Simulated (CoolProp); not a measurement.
c-C4F8 (RC318) along the isotherm 434.8 K: fugacity coefficient from the reference equation and from simpler models built on Tc = 388.4 K, pc = 27.78 bar, ω = 0.355; each cubic takes its own stable root.

Computed with CoolProp (reference Helmholtz-energy equation of state, Platzer 1990). This equation is an older, rougher fit; its heat capacities, sound speeds and derivatives of the liquid may be far off and weren't checked against measurements.

```tsv
p (bar)	phase	reference
6.94	gas	0.9455
13.9	gas	0.8920
20.8	gas	0.8401
27.8	supercritical	0.7886
34.7	supercritical	0.7390
41.7	supercritical	0.6900
48.6	supercritical	0.6441
55.6	supercritical	0.6017
62.5	supercritical	0.5655
69.4	supercritical	0.5348
```

**Question.** How far does each simpler model (van der Waals, Peng-Robinson) lie from the reference over these 10 states: mean and median of the absolute difference, and the worst?

**Answer.** 
- van der Waals: mean 2.9 %, median 3.0 %, worst -5.4 % at 434.8 K and 55.6 bar
- Peng-Robinson: mean 2.8 %, median 3.1 %, worst -3.7 % at 434.8 K and 41.7 bar
